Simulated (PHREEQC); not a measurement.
Buffer: speciation

Solution (72 °C): 64 mmol/kgw NaHSO4 and 11 mmol/kgw Na2SO4. Closed to the air; pH follows from the charge balance.

Model: ion-association model, wateq4f.dat, run in PHREEQC.

Each row changes one thing in this solution. No solid was allowed to form.

| case | pH | ionic strength (mol/kgw) | Na+ (mol/kgw) | HSO4- (mol/kgw) | SO4-2 (mol/kgw) | NaSO4- (mol/kgw) | SI of Mirabilite (Na2SO4:10H2O) |
|---|---|---|---|---|---|---|---|
| as made | 1.85 | 0.124 | 0.0819 | 0.0465 | 0.0245 | 0.00406 | -5.33 |
| temperature from 72 to 85 °C | 1.93 | 0.119 | 0.0822 | 0.0494 | 0.0218 | 0.00380 | -5.82 |
| NaHSO4 from 0.064 to 0.0704 mol/kgw | 1.82 | 0.133 | 0.0880 | 0.0514 | 0.0255 | 0.00444 | -5.26 |
| Na2SO4 from 0.011 to 0.055 mol/kgw | 2.06 | 0.224 | 0.160 | 0.0527 | 0.0526 | 0.0137 | -4.56 |
| diluted 100-fold with water | 3.28 | 0.00206 | 0.000857 | 9.20e-5 | 0.000655 | 2.92e-6 | -10.24 |
| temperature from 72 to 5 °C | 1.57 | 0.154 | 0.0814 | 0.0307 | 0.0396 | 0.00465 | -2.19 |

Complexes and solids missing from the database can't appear. At this temperature some constants are extrapolated from 25 °C, and those without enthalpy data are left unchanged.
